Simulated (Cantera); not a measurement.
An isothermal, constant-pressure homogeneous reactor starts with CH4 : N2 = 1 : 140 (molar parts), at 2023 K and 0.0132 atm. Integrator tolerance rtol = 1e-08.

Detailed kinetics in Cantera: GRI-Mech 3.0 (53 species, 325 reactions). GRI-Mech 3.0 stops at C3 and has no aromatics, soot or wall deposition, so with more carbon than oxygen in the feed, carbon stays in small species such as C2H2 where larger ones or solid carbon would form. Radical loss at walls, strong at low pressure, is not modelled.

What does this change do: N2 140 to 33 parts?


| quantity | before | after |
|---|---|---|
| x(CH4) at 6.00 s | 1.30e-8 (gas-phase equilibrium 1.69e-9) | 3.04e-8 (gas-phase equilibrium 5.65e-8) |
| x(CH2) at 6.00 s | 2.21e-9 (gas-phase equilibrium 1.23e-9) | 4.34e-9 (gas-phase equilibrium 9.72e-9) |
| x(CH3) at 6.00 s | 2.08e-8 (gas-phase equilibrium 5.57e-9) | 4.44e-8 (gas-phase equilibrium 9.06e-8) |
| x(C2H2) at 6.00 s | 0.00342 (gas-phase equilibrium 9.81e-5) | 0.0141 (gas-phase equilibrium 0.00146) |
| x(HCN) at 6.00 s | 0.000191 (gas-phase equilibrium 0.00682) | 0.000217 (gas-phase equilibrium 0.0256) |
| x(H) at 6.00 s | 0.000820 (gas-phase equilibrium 0.00164) | 0.00307 (gas-phase equilibrium 0.00336) |
| x(C2H) at 6.00 s | 5.57e-6 (gas-phase equilibrium 3.32e-7) | 2.12e-5 (gas-phase equilibrium 2.41e-6) |

What does this change do: N2 140 to 500 parts?


```json
[
 {"quantity": "x(CH4) at 6.00 s", "before": "1.30e-8 (gas-phase equilibrium 1.69e-9)", "after": "9.09e-9 (gas-phase equilibrium 6.56e-11)"},
 {"quantity": "x(CH2) at 6.00 s", "before": "2.21e-9 (gas-phase equilibrium 1.23e-9)", "after": "1.75e-9 (gas-phase equilibrium 1.80e-10)"},
 {"quantity": "x(CH3) at 6.00 s", "before": "2.08e-8 (gas-phase equilibrium 5.57e-9)", "after": "1.56e-8 (gas-phase equilibrium 4.20e-10)"},
 {"quantity": "x(C2H2) at 6.00 s", "before": "0.00342 (gas-phase equilibrium 9.81e-5)", "after": "0.000915 (gas-phase equilibrium 8.02e-6)"},
 {"quantity": "x(HCN) at 6.00 s", "before": "0.000191 (gas-phase equilibrium 0.00682)", "after": "0.000158 (gas-phase equilibrium 0.00196)"},
 {"quantity": "x(H) at 6.00 s", "before": "0.000820 (gas-phase equilibrium 0.00164)", "after": "0.000242 (gas-phase equilibrium 0.000841)"},
 {"quantity": "x(C2H) at 6.00 s", "before": "5.57e-6 (gas-phase equilibrium 3.32e-7)", "after": "1.56e-6 (gas-phase equilibrium 5.29e-8)"}
]
```
